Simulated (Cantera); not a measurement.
An isothermal, constant-pressure homogeneous reactor starts with 13.0 % H2, 7.25 % O2, 79.7 % N2, equivalence ratio 0.90, at 1048 K and 0.257 atm.

Model: the H2/O2 subset of GRI-Mech 3.0, which has no nitrogen chemistry, integrated in Cantera. The temperature is held fixed by assumption; the heat of reaction is taken as removed at once.

x: mole fraction; the columns are a selection and need not sum to one.

| t (s) | x H2 | x O2 | x H | x H2O2 | x HO2 |
|---|---|---|---|---|---|
| 6.00e-6 | 0.130 | 0.0725 | 3.70e-11 | <1e-12 | 3.79e-11 |
| 2.69e-5 | 0.130 | 0.0725 | 1.91e-10 | <1e-12 | 1.76e-10 |
| 0.000121 | 0.130 | 0.0725 | 2.84e-9 | 2.56e-12 | 1.09e-9 |
| 0.000543 | 0.130 | 0.0724 | 2.28e-5 | (withheld) | 2.94e-6 |
| 0.00244 | 0.00510 | 0.0108 | 0.00380 | (withheld) | 3.87e-6 |
| 0.0110 | 0.000464 | 0.00796 | 5.82e-5 | (withheld) | 2.19e-6 |
| 0.0492 | 3.28e-5 | 0.00776 | 9.07e-7 | (withheld) | 5.12e-7 |
| 0.221 | 1.64e-6 | 0.00775 | 1.48e-8 | (withheld) | 3.72e-8 |
| 0.992 | 1.09e-7 | 0.00775 | 4.53e-10 | (withheld) | 3.36e-9 |
| 4.45 | 1.65e-8 | 0.00775 | 3.26e-11 | 6.15e-10 | 5.83e-10 |
| 20.0 | 3.50e-9 | 0.00775 | 3.35e-12 | 1.38e-10 | 1.72e-10 |

**Question.** Fill in the missing entries.

**Answer.** 
- 0.000543, x H2O2: 7.88e-9
- 0.00244, x H2O2: 6.89e-7
- 0.0110, x H2O2: 6.30e-7
- 0.0492, x H2O2: 1.57e-7
- 0.221, x H2O2: 2.09e-8
- 0.992, x H2O2: 3.15e-9
